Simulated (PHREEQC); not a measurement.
**Acid mine or pickling water**

Synthetic water in mg/L, 25 °C, pH 2.84, pe 8:

```csv
constituent,mg/L
Na,23.3
K,10.6
Ca,123
Mg,65.9
Cl,140
S(6) as SO4,548
Pb,5.69
Zn,0.164
```

Valence states are taken as typed.

Model: ion-association model, wateq4f.dat, run in PHREEQC.

Precipitation was switched off in this run.

Predict the ionic strength, charge-balance error.

ionic strength 0.0206 mol/kgw; charge-balance error -1.9 %.

In which forms is Pb present?

Pb+2 54 %, PbSO4 40 %, PbCl+ 4.8 %, Pb(SO4)2-2 0.9 % of the Pb.

Examples of supersaturated solids here: Anglesite. Others may be too. Complexes and solids missing from the database can't appear.
